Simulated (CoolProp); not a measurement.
Vapour-liquid equilibrium of carbon monoxide (1) + methane (2) at 99.6 K; x and y are mole fractions of (1).

The numbers come from the multi-fluid Helmholtz-energy mixture model, Lemmon 2006 and Setzmann 1991; pair parameters Kunz 2012 in CoolProp.

| x | bubble pressure, mixture model (MPa) | bubble pressure, Raoult's law (MPa) | y, mixture model | y, Raoult's law |
|---|---|---|---|---|
| 0.05 | 0.06220 | 0.05774 | 0.490 | 0.458 |
| 0.125 | 0.1081 | 0.09490 | 0.724 | 0.696 |
| 0.2 | 0.1546 | 0.1321 | 0.820 | 0.800 |
| 0.275 | 0.1999 | 0.1692 | 0.871 | 0.859 |
| 0.35 | 0.2427 | 0.2064 | 0.902 | 0.896 |
| 0.425 | 0.2821 | 0.2435 | 0.922 | 0.922 |
| 0.5 | 0.3180 | 0.2807 | 0.937 | 0.941 |
| 0.575 | 0.3507 | 0.3179 | 0.948 | 0.956 |
| 0.65 | 0.3810 | 0.3550 | 0.958 | 0.968 |
| 0.725 | 0.4100 | 0.3922 | 0.966 | 0.977 |
| 0.8 | 0.4390 | 0.4293 | 0.974 | 0.985 |
| 0.875 | 0.4696 | 0.4665 | 0.983 | 0.991 |
| 0.95 | 0.5033 | 0.5037 | 0.993 | 0.997 |

The largest gap from Raoult's law is +18.1 % in bubble pressure, at x = 0.275. No azeotrope shows between x = 0.05 and 0.95.

Pair parameters are fitted to limited data, so mixtures are less certain than the pure fluids.
